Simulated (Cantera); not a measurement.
What does this Cantera script print?

```python
import numpy as np
import cantera as ct

gas_names = """
    H H2 N NH NH2 NH3 N2 N2H2 N2H4 Zr ZrN
""".split()
cond_names = """
    Zr(a) Zr(b) Zr(L) ZrN(s) ZrN(L)
""".split()


# ... load() reads the species with a 1 bar reference pressure and builds the phases ...
atoms = {
    'ZrN': {'Zr': 1, 'N': 1},
    'H2': {'H': 2},
}
top_T = {}  # K; cautious upper limits of use, not melting points


# ... equilibrate(T, P, feed) seeds the gas with the atoms and calls Mixture.equilibrate('TP', solver="vcs", rtol=1e-11, max_steps=5000) ...
results = []
feed = {'ZrN': 1, 'H2': 0.033}  # mol
T = 1473  # K
P = 1333.22  # Pa
mix = equilibrate(T, P, feed)
results.append((T, P, feed, dict(zip(mix.species_names, mix.species_moles))))
print(gas.report(threshold=0.0001))
for i in range(1, mix.n_phases):
    print(f"{mix.phase(i).name:16s} {mix.phase_moles(i):12.5e} mol")
```

Result:

```
       temperature   1473 K
          pressure   1333.2 Pa
           density   0.00021945 kg/m^3
  mean mol. weight   2.0159 kg/kmol
   phase of matter   gas

                          1 kg             1 kmol
                     ---------------   ---------------
          enthalpy        1.7602e+07        3.5484e+07  J
   internal energy        1.1527e+07        2.3237e+07  J
           entropy        1.0626e+05        2.1421e+05  J/K
    Gibbs function       -1.3892e+08       -2.8005e+08  J
 heat capacity c_p             15997             32249  J/K
 heat capacity c_v             11873             23935  J/K

                      mass frac. Y      mole frac. X     chem. pot. / RT
                     ---------------   ---------------   ---------------
                 H        5.4783e-05        0.00010956           -11.434
                H2           0.99995           0.99989           -22.868
     [   +9 minor]        1.9954e-11        4.9262e-13

Zr(b)             2.15678e-15 mol
ZrN(s)            1.00000e+00 mol
```

Method: chemical equilibrium by Gibbs-energy minimisation in Cantera with the NASA 1993 tables (ideal gas, pure condensed phases). ZrN: taken at fixed stoichiometry.
